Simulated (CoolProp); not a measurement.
Vapour-liquid equilibrium of R22 (1) + R123 (2) at 593 kPa; x and y are mole fractions of (1).

Computed with CoolProp (multi-fluid Helmholtz-energy mixture model, Kamei 1995 and Younglove 1994; pair parameters Bell 2016).

```tsv
x	bubble temperature (°C)	y at the bubble point	dew temperature at overall composition x (°C)	liquid density (mol/L)
0.05	79.2	0.208	85.9	8.721
0.125	67.1	0.448	82.8	9.178
0.2	56.5	0.615	79.5	9.627
0.275	47.4	0.729	76.0	10.07
0.35	39.8	0.806	72.4	10.50
0.425	33.4	0.859	68.4	10.93
0.5	27.9	0.897	64.1	11.37
0.575	23.3	0.924	59.3	11.80
0.65	19.3	0.945	53.9	12.25
0.725	15.8	0.961	47.8	12.72
0.8	12.7	0.974	40.5	13.20
0.875	9.8	0.985	31.2	13.70
0.95	7.2	0.994	18.3	14.23
```

No azeotrope shows between x = 0.05 and 0.95.

Pair parameters are fitted to limited data, so mixtures are less certain than the pure fluids.
